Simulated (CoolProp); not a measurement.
Vapour-liquid equilibrium of dimethyl ether (1) + n-hexane (2) at 0.0137 MPa; x and y are mole fractions of (1).

Values from CoolProp's multi-fluid Helmholtz-energy mixture model, Wu 2011 and Thol 2019; pair parameters Bell 2016.

Problem. Give the bubble temperature and the first vapour's composition at x = 0.05, 0.125, 0.875. Is there an azeotrope?

Solution. x = 0.05: -16.3 °C, y = 0.834; x = 0.125: -35.3 °C, y = 0.958; x = 0.875: -60.9 °C, y = 0.998. No azeotrope shows between x = 0.05 and 0.95.

The pair parameters rest on a limited set of measurements; away from them the model extrapolates.
